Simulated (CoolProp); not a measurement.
Sulfur dioxide along the isobar 35000 kPa: Z from the reference equation and from simpler models built on Tc = 430.6 K, pc = 7887 kPa, ω = 0.256; each cubic takes its own stable root.

The numbers come from the reference Helmholtz-energy equation of state, Gao 2016 in CoolProp.

| T (K) | phase | reference | van der Waals | Redlich-Kwong | Peng-Robinson |
|---|---|---|---|---|---|
| 357.6 | liquid | 0.5856 | 0.8964 | 0.6602 | 0.5757 |
| 368.4 | liquid | 0.5807 | 0.8814 | 0.6544 | 0.5717 |
| 379.2 | liquid | 0.5769 | 0.8677 | 0.6497 | 0.5692 |
| 390.1 | liquid | 0.5742 | 0.8551 | 0.6461 | 0.5681 |
| 400.9 | liquid | 0.5726 | 0.8438 | 0.6437 | 0.5684 |
| 411.7 | liquid | 0.5722 | 0.8335 | 0.6423 | 0.5702 |
| 422.5 | liquid | 0.5729 | 0.8243 | 0.6421 | 0.5735 |
| 433.3 | supercritical | 0.5749 | 0.8161 | 0.6429 | 0.5784 |
| 444.1 | supercritical | 0.5782 | 0.8089 | 0.6448 | 0.5850 |
| 454.9 | supercritical | 0.5830 | 0.8025 | 0.6478 | 0.5932 |
| 465.7 | supercritical | 0.5891 | 0.7971 | 0.6517 | 0.6030 |
| 476.5 | supercritical | 0.5968 | 0.7925 | 0.6568 | 0.6146 |
| 487.3 | supercritical | 0.6060 | 0.7887 | 0.6628 | 0.6277 |
